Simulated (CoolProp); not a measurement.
Vapour-liquid equilibrium of acetone (1) + p-xylene (2) at 466.2 K; x and y are mole fractions of (1).

The numbers come from the multi-fluid Helmholtz-energy mixture model, Lemmon 2006 and Zhou 2012; pair parameters Bell 2016 in CoolProp.

### Question
Give the bubble pressure and the first vapour's composition at x = 0.5, 0.8, 0.95. Is there an azeotrope?

### Answer
x = 0.5: 1.414 MPa, y = 0.802; x = 0.8: 1.996 MPa, y = 0.921; x = 0.95: 2.339 MPa, y = 0.979. No azeotrope shows between x = 0.05 and 0.95.

Pair parameters are fitted to limited data, so mixtures are less certain than the pure fluids. The gap from Raoult's law changes sign with composition, which may be real or a fault of the pair parameters; it wasn't checked against measurements.
